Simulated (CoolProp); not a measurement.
The fluid at 298.15 K and 3.5 MPa expands adiabatically to 1.28 MPa with isentropic efficiency 0.85. The same conditions are run with several fluids, on thermodynamics alone (safety and materials aside).

The numbers come from the reference Helmholtz-energy equation of state of each fluid (hydrogen chloride: Thol 2018; fluorine: de Reuck 1990; CF4 (R14): Platzer 1990; dry air: Lemmon 2000; methane: Setzmann 1991) in CoolProp. The equations of Platzer and Polt are older, rougher fits. Blends and air are pseudo-pure fits.

**Question.** Rank hydrogen chloride, fluorine, CF4 (R14), dry air, methane by work (kJ/kg), highest first.

**Answer.** methane (110), dry air (62.5), fluorine (47.9), hydrogen chloride (39.6), CF4 (R14) (19.8)

```tsv
fluid	final temperature (K)	final phase	final density (kg/m³)
hydrogen chloride	248.5	two-phase, vapour fraction 0.928	28.9
fluorine	236.0	gas	25.2
CF4 (R14)	256.9	gas	57.4
dry air	232.9	gas	19.5
methane	239.9	gas	10.8
```
